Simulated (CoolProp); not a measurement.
Aqueous methanol as a coolant, 4 % by mass, freezing at -2.4 °C, 1 atm.

Model: Melinder's fits for secondary coolants, in CoolProp.

| T (°C) | viscosity (mPa s) | conductivity (W/(m K)) | cp (kJ/(kg K)) | Prandtl number |
|---|---|---|---|---|
| -0.3 | 2.10 | 0.539 | 4.280 | ? |
| 3.6 | 1.83 | 0.546 | 4.262 | 14.3 |
| 7.4 | 1.61 | 0.553 | 4.246 | 12.4 |
| 11.3 | 1.43 | 0.559 | 4.231 | 10.8 |
| 15.1 | 1.28 | 0.566 | ? | 9.53 |
| 19 | ? | ? | ? | 8.45 |
| 22.9 | 1.04 | ? | 4.197 | 7.55 |
| 26.7 | ? | 0.584 | 4.189 | 6.81 |
| 30.6 | 0.868 | 0.590 | 4.184 | 6.16 |
| 34.5 | 0.798 | 0.595 | 4.181 | ? |

Complete the blanks.


- -0.3, Prandtl number: 16.7
- 15.1, cp (kJ/(kg K)): 4.218
- 19, viscosity (mPa s): 1.15
- 19, conductivity (W/(m K)): 0.572
- 19, cp (kJ/(kg K)): 4.206
- 22.9, conductivity (W/(m K)): 0.578
- 26.7, viscosity (mPa s): 0.949
- 34.5, Prandtl number: 5.60
